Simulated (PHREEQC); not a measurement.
Solution (40 °C): 38 mmol/kgw HF, 3 mmol/kgw NH4HF2 and 0.39 mmol/kgw H4SiO4. Closed to the air; pH follows from the charge balance.

All values are PHREEQC results (ion-association model, phreeqc.dat), not measurements.

No solid was allowed to form.

**Question.** Order these F species by the share of F that they hold, largest first: F-, SiF6-2, HF, HF2-.

**Answer.** HF (79 %), F- (12 %), SiF6-2 (5.3 %), HF2- (3.5 %)

The pH is 2.44 and the ionic strength 0.00730 mol/kgw. Away from 25 °C the constants follow the database's enthalpies or fits; those with neither stay at their 25 °C values. SiF6-2 is the database's only silicon fluoride.
